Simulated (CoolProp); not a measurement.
Values from CoolProp's reference Helmholtz-energy equation of state, Lemmon 2006. It is a short technical equation, of lower accuracy than the large ones.

Question: Give the vapour pressure (bar), liquid density (kg/m³), vapour density (kg/m³), enthalpy of vaporisation (kJ/kg) of saturated acetone at 390.8, 453.9 K.

Answer: 
```csv
T (K),p (bar),liquid density (kg/m³),vapour density (kg/m³),enthalpy of vaporisation (kJ/kg)
390.8,5.73,669,12.0,424
453.9,20.1,561,46.3,310
```
